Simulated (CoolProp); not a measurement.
A Linde-Hampson liquefier for normal hydrogen: isothermal reversible compression at 280 K from 1 atm to 15 MPa, throttling to 1 atm, return gas leaving the recuperator 0 K below the feed. Each further row changes one setting.

The numbers come from the reference Helmholtz-energy equation of state, Leachman 2009 in CoolProp.

```csv
case,compression work (kJ/kg of gas)
as stated,5880
high pressure 30 MPa,6790
warm-end temperature 310 K,6500
warm-end gap 5 K,5880
```
